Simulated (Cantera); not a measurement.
An adiabatic, constant-volume homogeneous reactor starts with CH4 : CO : O2 : N2 = 1 : 0.53 : 2.27 : 8.52 (molar parts), at 1700 K and 21.0 bar. Integrator tolerance rtol = 1e-08.

Computed with Cantera and GRI-Mech 3.0 (53 species, 325 reactions). The pressure lies above the range GRI-Mech 3.0 was tuned for (to about 10 atm). Above 3000 K some thermodynamic fits are extrapolated.

Question: What does this change do: pressure from 21.0 bar to 1.00 bar?

Answer: 
```csv
quantity,before,after
time of steepest temperature rise,18.1 µs,0.208 ms
temperature at 1.00 s,3231 K,2941 K
equilibrium temperature,3231 K,2941 K
x(CH4) at 1.00 s,<1e-12 (gas-phase equilibrium <1e-12),<1e-12 (gas-phase equilibrium <1e-12)
x(CO) at 1.00 s,0.0545 (gas-phase equilibrium 0.0545),0.0652 (gas-phase equilibrium 0.0652)
x(O2) at 1.00 s,0.0193 (gas-phase equilibrium 0.0193),0.0268 (gas-phase equilibrium 0.0268)
x(HCN) at 1.00 s,4.59e-8 (gas-phase equilibrium 4.59e-8),4.59e-9 (gas-phase equilibrium 4.59e-9)
x(C2H2) at 1.00 s,<1e-12 (gas-phase equilibrium <1e-12),<1e-12 (gas-phase equilibrium <1e-12)
x(H2) at 1.00 s,0.0137 (gas-phase equilibrium 0.0137),0.0194 (gas-phase equilibrium 0.0194)
```

Question: What does this change do: CO 0.53 to 1.2 parts?

Answer: 
```tsv
quantity	before	after
time of steepest temperature rise	18.1 µs	19.3 µs
temperature at 1.00 s	3231 K	3263 K
equilibrium temperature	3231 K	3263 K
x(CH4) at 1.00 s	<1e-12 (gas-phase equilibrium <1e-12)	1.55e-12 (gas-phase equilibrium 1.92e-12)
x(CO) at 1.00 s	0.0545 (gas-phase equilibrium 0.0545)	0.0862 (gas-phase equilibrium 0.0862)
x(O2) at 1.00 s	0.0193 (gas-phase equilibrium 0.0193)	0.0135 (gas-phase equilibrium 0.0135)
x(HCN) at 1.00 s	4.59e-8 (gas-phase equilibrium 4.59e-8)	1.03e-7 (gas-phase equilibrium 1.03e-7)
x(C2H2) at 1.00 s	<1e-12 (gas-phase equilibrium <1e-12)	<1e-12 (gas-phase equilibrium <1e-12)
x(H2) at 1.00 s	0.0137 (gas-phase equilibrium 0.0137)	0.0166 (gas-phase equilibrium 0.0166)
```
